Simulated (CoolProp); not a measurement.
Vapour-liquid equilibrium of R13 (1) + propylene (2) at 0.299 MPa; x and y are mole fractions of (1).

Values from CoolProp's multi-fluid Helmholtz-energy mixture model, Platzer 1990 and Lemmon 2013; pair parameters Bell 2016. This equation is an older, rougher fit; its heat capacities, sound speeds and derivatives of the liquid may be far off and weren't checked against measurements.

```csv
x,bubble temperature (K),y at the bubble point,dew temperature at overall composition x (K),liquid density (mol/L)
0.05,245.9,0.237,251.2,13.80
0.2,233.3,0.588,247.0,13.96
0.35,226.7,0.730,242.3,13.96
0.5,222.7,0.807,236.9,13.89
0.65,219.8,0.864,230.5,13.81
0.8,217.5,0.916,223.0,13.73
0.95,215.4,0.976,216.2,13.68
```

No azeotrope shows between x = 0.05 and 0.95.

Pair parameters are fitted to limited data, so mixtures are less certain than the pure fluids.
